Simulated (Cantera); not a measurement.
# Equilibrium for iron carbonyl, mercury and lead vapours: HgO + O2 + H2

Charge: 1 mol HgO, 1.1 mol O2, 0.95 mol H2, equilibrated at 773.15 K.

Cantera equilibrium calculation (NASA polynomials, part measured and part estimated; ideal gas, pure solids and liquids). Candidate condensed phases: H2O, Hg, HgO; 10 gas species. Rates play no part.

| P (Pa) | log p H2O | log p O2 | log p Hg | log p OH | n HgO(s) |
|---|---|---|---|---|---|
| 10 | -4.51 | -4.44 | -4.49 | -12.12 | 0 |
| 100 | -3.51 | -3.44 | -3.49 | -11.37 | 0 |
| 1000 | -2.51 | -2.44 | -2.49 | -10.62 | 0 |
| 10000 | -1.51 | -1.44 | -1.49 | -9.87 | 0 |
| 100000 | -0.51 | -0.44 | -0.49 | -9.12 | 0 |
| 1000000 | 0.71 | 0.59 | 0.02 | -8.26 | 0.803 |
log p: log10 of the partial pressure in bar; n: condensed amount in mol.

From 10.0 Pa to 1.00 bar nothing is condensed. At 10.0 bar the condensed part is HgO(s). The main Hg-bearing gas is Hg throughout.
